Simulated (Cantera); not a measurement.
What does this Cantera script print?

```python
import numpy as np
import cantera as ct

gas = ct.Solution("gri30.yaml")
gas.TPX = 550, 1000000, {'CH4': 1, 'C2H6': 0.079, 'C3H8': 0.72, 'O2': 7.17, 'N2': 26.9}
flame = ct.FreeFlame(gas, width=0.008)
flame.set_refine_criteria(ratio=3, slope=0.08, curve=0.16)
flame.transport_model = "mixture-averaged"
flame.solve(loglevel=0, auto=True)
flame.transport_model = "multicomponent"
flame.soret_enabled = True
flame.solve(loglevel=0, refine_grid=True)
z, T = flame.grid, flame.T
thick = (T[-1] - T[0]) / np.gradient(T, z).max()
show = ['CH4', 'C2H6', 'C3H8', 'C2H', 'N2O', 'H2O']
print(f"laminar burning velocity  {flame.velocity[0] * 100:.3f} cm/s")
print(f"burnt temperature         {T[-1]:.1f} K")
print(f"thermal thickness         {thick * 1e3:.4f} mm")
print(f"grid points               {len(z)}")
z0 = z[flame.heat_release_rate.argmax()]
print(f"{'z/mm':>9s}{'T/K':>9s}{'u/(m/s)':>9s}" + "".join(f"{s:>11s}" for s in show))
rows = []
for k in (-3, -2, -1.5, -1, -0.5, -0.25, 0, 0.25, 0.5, 1, 2, 4, 8):
    zz = z0 + k * thick
    rows.append([k * thick, np.interp(zz, z, T), np.interp(zz, z, flame.velocity),
                 *(np.interp(zz, z, flame.X[gas.species_index(s)]) for s in show)])
    print(f"{rows[-1][0] * 1e3:9.3f}{rows[-1][1]:9.1f}{rows[-1][2]:9.3f}" + "".join(f"{x:11.3e}" for x in rows[-1][3:]))
```

It prints:

```
laminar burning velocity  48.882 cm/s
burnt temperature         2254.9 K
thermal thickness         0.0598 mm
grid points               139
     z/mm      T/K  u/(m/s)        CH4       C2H6       C3H8        C2H        N2O        H2O
   -0.179    550.5    0.489  2.784e-02  2.202e-03  2.007e-02  4.569e-20  3.424e-11  1.032e-04
   -0.120    555.9    0.495  2.760e-02  2.201e-03  2.009e-02  1.665e-18  6.693e-10  9.816e-04
   -0.090    571.6    0.509  2.705e-02  2.197e-03  2.014e-02 -1.069e-17  3.181e-09  3.146e-03
   -0.060    652.9    0.584  2.499e-02  2.156e-03  2.004e-02  1.809e-16  2.261e-08  1.246e-02
   -0.030   1032.0    0.937  1.773e-02  1.748e-03  1.454e-02  1.158e-11  1.742e-07  4.869e-02
   -0.015   1410.9    1.300  1.057e-02  1.028e-03  5.196e-03  6.108e-09  3.925e-07  8.261e-02
    0.000   1796.3    1.668  2.669e-03  7.491e-05  1.060e-04  3.937e-07  7.643e-07  1.151e-01
    0.015   1982.6    1.834  1.540e-04  1.391e-07  2.438e-08  1.585e-07  1.251e-06  1.273e-01
    0.030   2067.8    1.903  4.718e-06  9.755e-11  1.650e-12  5.134e-09  1.592e-06  1.305e-01
    0.060   2155.1    1.972  8.478e-09  1.734e-15  3.429e-16  5.972e-12  1.792e-06  1.336e-01
    0.120   2218.2    2.022  9.283e-13 -1.232e-16 -1.035e-16  4.547e-16  1.604e-06  1.367e-01
    0.239   2247.6    2.045  8.841e-14  5.961e-16  5.202e-16  1.544e-16  1.128e-06  1.384e-01
    0.478   2254.7    2.051  1.351e-14 -4.270e-18 -3.754e-18 -1.809e-18  9.329e-07  1.388e-01
```

Computed with Cantera and GRI-Mech 3.0 (53 species, 325 reactions). GRI-Mech 3.0 was tuned for natural gas; its chemistry of propane as a main component is partial and can be far from experiment. Burning velocities carry a grid error of a few per cent, more on coarse grids.
